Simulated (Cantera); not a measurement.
Mixture: 12.8 % CH4, 18.3 % O2, 68.8 % N2, equivalence ratio 1.4, at 500000 Pa, adiabatic and at constant pressure. Ignition delay is the time to a rise of 400 K.

Cantera simulation using GRI-Mech 3.0 (53 species, 325 reactions); the numbers are that mechanism's predictions, not measurements.

**Question.** Predict: delay at 1098 K; delay at 1198 K; delay at 1298 K; delay at 1398 K; apparent activation energy between 1348 and 1448 K.

**Answer.** 
```
Item                                                    Result
--------------------------------------------------  ----------
delay at 1098 K                                        47.8 ms
delay at 1198 K                                        12.3 ms
delay at 1298 K                                        3.55 ms
delay at 1398 K                                        1.14 ms
apparent activation energy between 1348 and 1448 K  180 kJ/mol
```
